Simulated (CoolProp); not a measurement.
Vapour-liquid equilibrium of R143a (1) + R152A (2) at 190.5 K; x and y are mole fractions of (1).

Values from CoolProp's multi-fluid Helmholtz-energy mixture model, Lemmon and Jacobsen 2000 and Outcalt 1996; pair parameters Bell 2016.

```tsv
x	bubble pressure (MPa)	y at the bubble point	dew pressure at overall composition x (MPa)	liquid density (mol/L)
0.05	0.003667	0.249	0.003021	16.94
0.2	0.005645	0.582	0.003484	16.60
0.35	0.007270	0.727	0.004109	16.28
0.5	0.008695	0.815	0.004994	15.96
0.65	0.01002	0.881	0.006320	15.66
0.8	0.01132	0.935	0.008416	15.36
0.95	0.01263	0.984	0.01170	15.07
```

No azeotrope shows between x = 0.05 and 0.95.

Pair parameters are fitted to limited data, so mixtures are less certain than the pure fluids.
